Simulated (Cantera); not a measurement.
Feed: 1 mol SiHCl3, 0.46 mol HCl, 45 mol H2, equilibrated at 0.290 bar.

Cantera equilibrium calculation (NASA polynomials, part measured and part estimated; ideal gas, pure solids and liquids). Candidate condensed phases: Si; 19 gas species. The tables' values for SiCl3 are old estimates; treat these amounts as uncertain. Rates play no part. All values below are at 1098 K.

Base state: H2 0.965, HCl 0.0184, SiCl4 0.00813, SiHCl3 0.00620, SiCl2 0.000712, SiCl3 0.000642, SiH2Cl2 0.000567, SiH3Cl 1.37e-5 (mole fractions); condensed: Si(s).

What changes in the equilibrium state with this change: H2 from 45 to 640 mol?


```tsv
species	before	after
H2	0.965	0.995
HCl	0.0184	0.00474
SiHCl3	0.00620	0.000103
SiCl4	0.00813	3.37e-5
SiCl3	0.000642	1.05e-5
SiCl2	0.000712	4.58e-5
SiH2Cl2	0.000567	3.76e-5
Si(s), mol	0.240	0.849
```
